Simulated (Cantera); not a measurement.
A closed system holds: 1 mol SiF4, 21 mol H2O, 38 mol N2, held at 0.100 bar.

Method: chemical equilibrium by Gibbs-energy minimisation in Cantera with the NASA 1993 tables (ideal gas, pure condensed phases). Candidate condensed phases: H2O, Si, SiO2, Si2N2O, Si3N4; 58 gas species. The tables hold silica as quartz up to 1696 K and as liquid above; real silica turns to tridymite and cristobalite and melts near 1996 K. Gases not in the tables: Si(OH)4. Equilibrium is a limit: real reactors are often held back by kinetics, nucleation or transport. All values below are at 1750 K.

Base state: N2 0.622, H2O 0.310, HF 0.0655, H2 0.00141, O2 0.000540, OH 0.000356, NO 0.000157, H 2.76e-5 (mole fractions); condensed: SiO2(condensed).

What changes in the equilibrium state with this change: H2O from 21 to 0.59 mol?


```json
[
 {"species": "N2", "before": "0.622", "after": "0.953"},
 {"species": "HF", "before": "0.0655", "after": "0.0290"},
 {"species": "SiF4", "before": "3.11e-7", "after": "0.0178"},
 {"species": "H2O", "before": "0.310", "after": "0.000255"},
 {"species": "SiF3", "before": "3.13e-9", "after": "3.70e-5"},
 {"species": "H2", "before": "0.00141", "after": "1.18e-5"},
 {"species": "SiO2(condensed), mol", "before": "1.000", "after": "0.289"}
]
```
The tables' values for SiF3 are old estimates; treat these amounts as uncertain.
